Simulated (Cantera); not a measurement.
**Equilibrium for aluminium nitride and oxide growth: Al + N₂O + H₂**

Charge: 1 mol Al, a varied amount of N₂O, 290 mol H₂, held at 2025 K and 10000 Pa.

Method: chemical equilibrium by Gibbs-energy minimisation in Cantera with the NASA 1993 tables (ideal gas, pure condensed phases). Candidate condensed phases: Al, AlN, Al₂O₃, H₂O; 35 gas species. Kinetics and transport are ignored.

From 3 mol N₂O to 33 mol N₂O the condensed part is Al₂O₃(s).

| n(N₂O) (mol) | log p H₂ | log p N₂ | log p H₂O | log p H | log p OH | log p AlOH | log p Al | log p NO | n Al₂O₃(s) |
|---|---|---|---|---|---|---|---|---|---|
| 3 | -1.01 | -2.99 | -3.29 | -3.22 | -6.48 | -6.43 | -6.74 | -8.93 | 0.499 |
| 3.9 | -1.01 | -2.88 | -3.09 | -3.22 | -6.28 | -6.54 | -7.04 | -8.67 | 0.499 |
| 5.1 | -1.02 | -2.76 | -2.92 | -3.22 | -6.10 | -6.63 | -7.31 | -8.44 | 0.500 |
| 6.7 | -1.02 | -2.65 | -2.76 | -3.23 | -5.94 | -6.71 | -7.55 | -8.22 | 0.500 |
| 8.8 | -1.03 | -2.53 | -2.61 | -3.23 | -5.80 | -6.79 | -7.78 | -8.01 | 0.500 |
| 11 | -1.03 | -2.44 | -2.50 | -3.23 | -5.68 | -6.85 | -7.96 | -7.84 | 0.500 |
| 15 | -1.05 | -2.31 | -2.36 | -3.24 | -5.53 | -6.94 | -8.19 | -7.62 | 0.500 |
| 20 | -1.06 | -2.19 | -2.23 | -3.25 | -5.39 | -7.02 | -8.41 | -7.42 | 0.500 |
| 26 | -1.08 | -2.09 | -2.11 | -3.25 | -5.27 | -7.09 | -8.61 | -7.23 | 0.500 |
| 33 | -1.10 | -1.99 | -2.01 | -3.27 | -5.16 | -7.16 | -8.79 | -7.06 | 0.500 |
log p: log10 of the partial pressure in bar; n: condensed amount in mol.
